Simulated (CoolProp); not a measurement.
Properties of decamethyltetrasiloxane (MD2M) along the isobar 1.19 MPa.

The numbers come from the reference Helmholtz-energy equation of state, Thol 2017 in CoolProp.

```json
[
 {"T (K)": "356.3", "phase": "liquid", "density (kg/m³)": "792.9", "cp (kJ/(kg K))": "1.863"},
 {"T (K)": "376.3", "phase": "liquid", "density (kg/m³)": "772.8", "cp (kJ/(kg K))": "1.909"},
 {"T (K)": "396.3", "phase": "liquid", "density (kg/m³)": "752.3", "cp (kJ/(kg K))": "1.953"},
 {"T (K)": "416.3", "phase": "liquid", "density (kg/m³)": "731.3", "cp (kJ/(kg K))": "1.996"},
 {"T (K)": "436.3", "phase": "liquid", "density (kg/m³)": "709.5", "cp (kJ/(kg K))": "2.039"},
 {"T (K)": "456.3", "phase": "liquid", "density (kg/m³)": "686.7", "cp (kJ/(kg K))": "2.080"},
 {"T (K)": "476.3", "phase": "liquid", "density (kg/m³)": "662.7", "cp (kJ/(kg K))": "2.122"},
 {"T (K)": "496.2", "phase": "liquid", "density (kg/m³)": "637.2", "cp (kJ/(kg K))": "2.165"},
 {"T (K)": "516.2", "phase": "liquid", "density (kg/m³)": "609.3", "cp (kJ/(kg K))": "2.211"},
 {"T (K)": "536.2", "phase": "liquid", "density (kg/m³)": "578.4", "cp (kJ/(kg K))": "2.262"},
 {"T (K)": "556.2", "phase": "liquid", "density (kg/m³)": "542.8", "cp (kJ/(kg K))": "2.329"}
]
```
